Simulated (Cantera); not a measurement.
Pyrogenic steam for wet oxidation

An isothermal, constant-pressure homogeneous reactor starts with 23.3 % H₂, 23.3 % O₂, 53.5 % N₂, equivalence ratio 0.50, at 1200 K and 0.188 atm.

Cantera simulation using the H2/O2 subset of GRI-Mech 3.0, which has no nitrogen chemistry; the numbers are that mechanism's predictions, not measurements. The temperature is held fixed by assumption; the heat of reaction is taken as removed at once.

```tsv
t (s)	x H₂	x O₂	x HO₂	x H	x H₂O₂
0.000300	0.0184	0.135	3.35e-5	0.0462	3.02e-6
0.000854	0.00257	0.131	2.81e-5	0.00153	3.35e-6
0.00243	0.000222	0.131	8.19e-6	3.07e-5	1.13e-6
0.00693	2.40e-5	0.132	1.42e-6	1.34e-6	3.15e-7
0.0197	3.74e-6	0.132	2.93e-7	1.12e-7	9.31e-8
0.0562	8.40e-7	0.132	7.78e-8	1.44e-8	2.98e-8
0.160	2.38e-7	0.132	2.56e-8	2.39e-9	1.02e-8
0.456	7.78e-8	0.132	1.20e-8	4.68e-10	3.66e-9
1.30	3.19e-8	0.132	9.72e-9	1.24e-10	1.54e-9
3.70	2.18e-8	0.132	1.01e-8	6.93e-11	1.03e-9
10.5	2.13e-8	0.132	1.01e-8	6.65e-11	9.97e-10
30.0	2.13e-8	0.132	1.01e-8	6.65e-11	9.97e-10
```
x: mole fraction; the columns are a selection and need not sum to one.

Equilibrium at this temperature and pressure: H₂ 2.13e-8, O₂ 0.132, HO₂ 1.01e-8, H 6.65e-11, H₂O₂ 9.97e-10 (gas phase only).
